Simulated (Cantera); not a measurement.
Feed: 1 mol SiHCl3, 0.077 mol HCl, 260 mol N2, at 1675 K.

These are equilibrium values from Cantera (NASA tables, ideal gas, pure condensed phases), not measurements of a reactor. Candidate condensed phases: NH4Cl, Si, Si3N4; 28 gas species. Equilibrium is a limit: real reactors are often held back by kinetics, nucleation or transport.

Problem. What share of the Si ends up in condensed phases as a function of P (Pa), at 100, 460, 2100, 9600, 44000, 200000?

Solution. 
| P (Pa) | Si condensed (%) | as |
|---|---|---|
| 100 | 0.0 | - |
| 460 | 0.0 | - |
| 2100 | 0.0 | - |
| 9600 | 0.0 | - |
| 44000 | 2.3 | Si3N4(s) |
| 200000 | 18.6 | Si3N4(s) |
